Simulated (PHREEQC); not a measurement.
Make-up at 25 °C: 7.1 mmol/kgw HNO3, 130 mmol/kgw FeCl3 and 51 mmol/kgw CuCl2. Closed to the air; pH follows from the charge balance.

Model: ion-association model, phreeqc.dat, run in PHREEQC.

No solid was allowed to form.

Q: What pH, ionic strength, activity of water does the model give?

A: pH 1.85; ionic strength 0.582 mol/kgw; activity of water 0.990.

Q: In which forms is Cu present?

A: Cu+2 80 %, CuCl+ 19 %, CuCl2 1.3 % of the Cu.

The solution is supersaturated, for example in Hematite (slow to form), Goethite (slow to form), so a real one may precipitate; this is no full list. Complexes and solids missing from the database can't appear.
